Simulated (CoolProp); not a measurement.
Vapour-liquid equilibrium of R152A (1) + isobutene (2) at 6.43 kPa; x and y are mole fractions of (1).

The numbers come from the multi-fluid Helmholtz-energy mixture model, Outcalt 1996 and Lemmon 2005; pair parameters Bell 2016 in CoolProp.

```tsv
x	bubble temperature, mixture model (°C)	bubble temperature, Raoult's law (°C)	y, mixture model	y, Raoult's law
0.05	-65.9	-61.9	0.313	0.103
0.2	-71.6	-64.2	0.591	0.354
0.35	-73.1	-66.2	0.661	0.542
0.5	-73.6	-67.9	0.692	0.688
0.65	-73.8	-69.4	0.719	0.804
0.8	-73.8	-70.8	0.770	0.899
0.95	-73.1	-72.0	0.906	0.977
```

The largest gap from Raoult's law is -7.4 K in bubble temperature, at x = 0.2. y crosses x between x = 0.65 and 0.8: the model has an azeotrope there.

Pair parameters are fitted to limited data, so mixtures are less certain than the pure fluids.
